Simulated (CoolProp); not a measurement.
cis-2-butene along the isobar 14.5 bar: Z from the reference equation and from simpler models built on Tc = 162.6 °C, pc = 42.36 bar, ω = 0.202; each cubic takes its own stable root.

Model: reference Helmholtz-energy equation of state, Lemmon 2005, in CoolProp. It is a short technical equation, of lower accuracy than the large ones.

| T (°C) | phase | reference | van der Waals | Redlich-Kwong | Soave-Redlich-Kwong | Peng-Robinson |
|---|---|---|---|---|---|---|
| 0.15 | liquid | 0.05545 | 0.08964 | 0.06124 | 0.05983 | 0.05298 |
| 11.65 | liquid | 0.05429 | 0.08772 | 0.06013 | 0.05862 | 0.05187 |
| 23.05 | liquid | 0.05331 | 0.08613 | 0.05925 | 0.05764 | 0.05097 |
| 34.45 | liquid | 0.05249 | 0.08486 | 0.05860 | 0.05689 | 0.05026 |
| 45.95 | liquid | 0.05182 | 0.08391 | 0.05819 | 0.05636 | 0.04976 |
| 57.35 | liquid | 0.05133 | 0.08333 | 0.05804 | 0.05609 | 0.04949 |
| 68.85 | liquid | 0.05101 | 0.7724 | 0.05819 | 0.05610 | 0.04947 |
| 80.25 | liquid | 0.05091 | 0.7949 | 0.05871 | 0.05645 | 0.04976 |
| 91.75 | liquid | 0.05106 | 0.8140 | 0.05974 | 0.05725 | 0.05046 |
| 103.15 | gas | 0.7581 | 0.8302 | 0.7891 | 0.7764 | 0.7620 |
| 114.65 | gas | 0.7897 | 0.8445 | 0.8109 | 0.8019 | 0.7878 |
| 126.05 | gas | 0.8144 | 0.8568 | 0.8292 | 0.8231 | 0.8094 |
| 137.55 | gas | 0.8349 | 0.8679 | 0.8451 | 0.8413 | 0.8280 |
| 148.95 | gas | 0.8519 | 0.8776 | 0.8588 | 0.8569 | 0.8440 |

At some of these states van der Waals gives the other phase, because its saturation line lies elsewhere.
